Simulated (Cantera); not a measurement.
A perfectly stirred reactor is fed with 12.7 % NH₃, 87.3 % H₂, at 100000 Pa; it is held at 2400 K, and followed from long to short residence time.

Computed with Cantera and the gas-phase N/H chemistry of the illustrative SiF4/NH3 mechanism in the Surface Chemkin manual (1991). Walls and surfaces, which speed up NH3 decomposition in real reactors, are not modelled.

**Question.** Predict: x(NH₃) at τ = 5.00 s; x(H₂) at τ = 5.00 s; x(NH₂) at τ = 5.00 s; x(N₂) at τ = 5.00 s; x(N) at τ = 5.00 s; x(NH₃) at τ = 39.0 ms; x(H₂) at τ = 39.0 ms; x(NH₂) at τ = 39.0 ms; x(N₂) at τ = 39.0 ms; x(N) at τ = 39.0 ms.

**Answer.** 
- x(NH₃) at τ = 5.00 s: 0.000150
- x(H₂) at τ = 5.00 s: 0.929
- x(NH₂) at τ = 5.00 s: 8.04e-6
- x(N₂) at τ = 5.00 s: 0.0557
- x(N) at τ = 5.00 s: 1.59e-6
- x(NH₃) at τ = 39.0 ms: 0.00230
- x(H₂) at τ = 39.0 ms: 0.930
- x(NH₂) at τ = 39.0 ms: 0.000104
- x(N₂) at τ = 39.0 ms: 0.0547
- x(N) at τ = 39.0 ms: 1.43e-5
